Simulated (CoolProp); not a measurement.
200 sccm (0 °C, 1 atm) of nitrogen bubbles through liquid R141b at 288.5 K and leaves saturated at a total pressure of 0.15 MPa (ideal gas phase). Each further row changes one setting.

Computed with CoolProp (reference Helmholtz-energy equation of state, Lemmon 2006). It is a short technical equation, of lower accuracy than the large ones.

```json
[
 {"case": "as stated", "vapour pressure (kPa)": "54.2", "mole fraction of vapour": "0.361", "delivery (mg/min)": "590", "delivery (sccm)": "113", "change of delivery for a bath 1 K warmer (%)": "6.5"},
 {"case": "bath temperature 293.5 K", "vapour pressure (kPa)": "65.9", "mole fraction of vapour": "0.439", "delivery (mg/min)": "818", "delivery (sccm)": "157", "change of delivery for a bath 1 K warmer (%)": "7.2"},
 {"case": "total pressure 0.3 MPa", "vapour pressure (kPa)": "54.2", "mole fraction of vapour": "0.181", "delivery (mg/min)": "230", "delivery (sccm)": "44.1", "change of delivery for a bath 1 K warmer (%)": "5.0"}
]
```
